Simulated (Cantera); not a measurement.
A Cantera script and its output.

```python
import numpy as np
import cantera as ct

gas = ct.Solution("gri30.yaml")


def delay(T, t_max=10):
    gas.TPX = T, 1000000, {'CH4': 1, 'C2H6': 0.11, 'C3H8': 1.1, 'O2': 6.07, 'N2': 22.8}
    reactor = ct.IdealGasConstPressureReactor(gas, clone=False)
    net = ct.ReactorNet([reactor])
    net.rtol, net.atol = 1e-8, 1e-16
    while net.time < t_max:
        t_old, T_old = net.time, reactor.T
        net.step()
        if reactor.T > T + 400:  # ignition: a rise of 400 K
            return t_old + (T + 400 - T_old) / (reactor.T - T_old) * (net.time - t_old)
    return np.nan


taus = []
for T in [1073, 1123, 1173, 1223, 1273, 1323, 1373, 1423, 1473]:
    taus.append(delay(T))
    print(f"T0 = {T:6g} K   tau = {taus[-1]:.4e} s")
```

Output:

```
T0 =   1073 K   tau = 1.0199e-02 s
T0 =   1123 K   tau = 4.7245e-03 s
T0 =   1173 K   tau = 2.1405e-03 s
T0 =   1223 K   tau = 9.6338e-04 s
T0 =   1273 K   tau = 4.4036e-04 s
T0 =   1323 K   tau = 2.0864e-04 s
T0 =   1373 K   tau = 1.0397e-04 s
T0 =   1423 K   tau = 5.4933e-05 s
T0 =   1473 K   tau = 3.0856e-05 s
```

Computed with Cantera and GRI-Mech 3.0 (53 species, 325 reactions). GRI-Mech 3.0 was tuned for natural gas; its chemistry of propane as a main component is partial and can be far from experiment.
